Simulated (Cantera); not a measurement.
Cantera run:

```python
import numpy as np
import cantera as ct

gas_names = """
    H HNO HNO2 HNO3 HO2 H2 H2O H2O2 H2S H2SO4 N NH NH2 NH3 NH2OH NO NO2 NO3 N2 N2H2 N2H4 N2O O OH O2 O3
    S SH SN SO SO2 SO3 S2 S2O S8
""".split()
cond_names = """
    H2O(s) H2O(L) H2SO4(L) S(cr1) S(cr2) S(L)
""".split()


# ... load() reads the species with a 1 bar reference pressure and builds the phases ...
atoms = {
    'H2S': {'H': 2, 'S': 1},
    'H2O': {'H': 2, 'O': 1},
    'N2': {'N': 2},
}
top_T = {}  # K; cautious upper limits of use, not melting points


# ... equilibrate(T, P, feed) seeds the gas with the atoms and calls Mixture.equilibrate('TP', solver="vcs", rtol=1e-11, max_steps=5000) ...
results = []
feed = {'H2S': 1, 'H2O': 3.2, 'N2': 14}  # mol
P = 1000  # Pa
for T in [2848, 2898, 2948, 2998, 3048, 3098, 3148, 3198, 3248, 3298, 3348]:
    mix = equilibrate(T, P, feed)
    results.append((T, P, feed, dict(zip(mix.species_names, mix.species_moles))))

top = {s: max(r[3][s] / sum(r[3][g] for g in gas_names) for r in results) for s in gas_names}
cols = sorted((s for s in top if top[s] > 0.001), key=lambda s: -top[s])[:8]
seen = [c for c in cond_names if any(r[3].get(c, 0) > 1e-12 for r in results)]
print("log10 of partial pressures in bar; condensed amounts in mol")
print(f"{'T/K':>10s}" + "".join(f"{s[:9]:>10s}" for s in cols + seen))
for T, P, feed, n in results:
    ng = sum(n[g] for g in gas_names)
    print(f"{T:10.4g}" + "".join(f"{np.log10(max(n[s] / ng * P / 1e5, 1e-99)):10.3f}" for s in cols)
          + "".join(f"{n.get(c, 0):10.4g}" for c in seen))
```

Result:

```
log10 of partial pressures in bar; condensed amounts in mol
       T/K        N2         H         O        H2         S        SO        OH       H2O
      2848    -2.225    -2.673    -3.272    -3.316    -3.762    -3.706    -3.711    -3.821
      2898    -2.234    -2.636    -3.205    -3.388    -3.703    -3.750    -3.749    -3.987
      2948    -2.242    -2.607    -3.149    -3.469    -3.651    -3.805    -3.801    -4.167
      2998    -2.250    -2.583    -3.103    -3.557    -3.606    -3.873    -3.865    -4.360
      3048    -2.256    -2.564    -3.066    -3.652    -3.568    -3.951    -3.938    -4.563
      3098    -2.261    -2.550    -3.037    -3.750    -3.536    -4.038    -4.019    -4.772
      3148    -2.265    -2.539    -3.014    -3.851    -3.511    -4.133    -4.106    -4.986
      3198    -2.268    -2.530    -2.995    -3.953    -3.491    -4.234    -4.196    -5.202
      3248    -2.271    -2.524    -2.981    -4.056    -3.476    -4.338    -4.289    -5.418
      3298    -2.273    -2.519    -2.970    -4.158    -3.464    -4.446    -4.382    -5.633
      3348    -2.274    -2.515    -2.961    -4.259    -3.455    -4.555    -4.477    -5.846
```

Equilibrium computed with Cantera from the NASA thermochemical tables; the gas is ideal and each condensed phase is pure.
